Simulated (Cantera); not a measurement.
A perfectly stirred reactor is fed with CH4 : O2 : N2 = 1 : 4.35 : 16.3 (molar parts), at 0.444 atm; it is adiabatic with a 650 K inlet, and is followed from long to short residence time, starting on the burning branch (τ in s: 0.029, 0.012, 0.0046, 0.0019, 0.00074, 0.0003, 0.00012, 4.8e-05, 1.9e-05).

Detailed kinetics in Cantera: GRI-Mech 3.0 (53 species, 325 reactions).

What does this change do: O2 4.35 to 6.4 parts?


```json
[
 {"quantity": "blow-out, bracketed by the residence times tried", "before": "burning at 0.740 ms, out at 0.300 ms", "after": "burning at 0.740 ms, out at 0.300 ms"},
 {"quantity": "x(CH4) at τ = 29.0 ms", "before": "3.33e-5", "after": "4.45e-5"},
 {"quantity": "x(O2) at τ = 29.0 ms", "before": "0.108", "after": "0.185"},
 {"quantity": "x(HCN) at τ = 29.0 ms", "before": "2.22e-9", "after": "5.29e-10"},
 {"quantity": "x(H) at τ = 29.0 ms", "before": "0.000129", "after": "5.87e-5"},
 {"quantity": "x(OH) at τ = 29.0 ms", "before": "0.00193", "after": "0.00144"},
 {"quantity": "x(CH4) at τ = 0.740 ms", "before": "0.000541", "after": "0.000778"},
 {"quantity": "x(O2) at τ = 0.740 ms", "before": "0.113", "after": "0.190"},
 {"quantity": "x(HCN) at τ = 0.740 ms", "before": "2.26e-8", "after": "4.54e-9"},
 {"quantity": "x(H) at τ = 0.740 ms", "before": "0.00190", "after": "0.000905"},
 {"quantity": "x(OH) at τ = 0.740 ms", "before": "0.00341", "after": "0.00258"}
]
```
